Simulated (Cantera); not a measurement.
Mixture: CO : H₂ : O₂ : N₂ = 1 : 0.66 : 0.692 : 4.43 (molar parts), at 480000 Pa, adiabatic and at constant volume. Ignition delay is the time to a rise of 400 K.

Model: GRI-Mech 3.0 (53 species, 325 reactions), integrated in Cantera. The hydrogen kinetics of GRI-Mech 3.0 are dated; newer H2 mechanisms differ, most at raised pressure. Where the delays flatten at high temperature, the 400 K rule measures the pace of heat release, not the induction time.

What does this change do: N2 4.43 to 12 parts?


```tsv
quantity	before	after
delay at 1000 K	4.00 ms	9.52 ms
delay at 1200 K	25.4 µs	58.9 µs
delay at 1400 K	7.73 µs	21.7 µs
delay at 1600 K	4.59 µs	16.3 µs
```
